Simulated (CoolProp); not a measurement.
Computed with CoolProp (reference Helmholtz-energy equation of state, Gedanitz 2015).

Task: For cyclopentane, give the phase and the density (kg/m³), Joule-Thomson coefficient (K/MPa), isothermal compressibility (1/MPa), expansivity (1/kK) at 462.3 K and 3.49 MPa; 526.4 K and 3.49 MPa.

Result: 
- 462.3 K and 3.49 MPa: liquid; density 538, Joule-Thomson coefficient 0.455, isothermal compressibility 0.0133, expansivity 3.68
- 526.4 K and 3.49 MPa: gas; density 80.0, Joule-Thomson coefficient 10.0, isothermal compressibility 0.450, expansivity 6.13
